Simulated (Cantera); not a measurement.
# Reactions in the system C-H-O

Source: NASA polynomial tables (part measured, part estimated), evaluated in Cantera. Values are per mole of reaction as written; species without (g) are pure solids or liquids, kept so even where they would boil at 1 bar.

9 H₂O(g) + 6 CO(g) = 6 CH₃(g) + 5 O₃(g)

| T (K) | ΔH° (kJ) | ΔS° (J/K) | ΔG° (kJ) | log10 K |
|---|---|---|---|---|
| 300 | 4429.9 | -526.6 | 4587.9 | -798.80 |
| 800 | 4437.6 | -519.9 | 4853.5 | -316.89 |
| 900 | 4443.1 | -513.4 | 4905.2 | -284.68 |
| 1000 | 4449.1 | -507.1 | 4956.2 | -258.88 |
| 1100 | 4455.1 | -501.3 | 5006.6 | -237.74 |
| 1200 | 4460.9 | -496.3 | 5056.5 | -220.10 |
| 1300 | 4466.7 | -491.7 | 5105.9 | -205.15 |
| 1400 | 4472.6 | -487.3 | 5154.8 | -192.32 |
| 1500 | 4478.9 | -483.0 | 5203.3 | -181.19 |
| 1600 | 4485.6 | -478.6 | 5251.4 | -171.44 |
| 1700 | 4492.9 | -474.2 | 5299.0 | -162.82 |
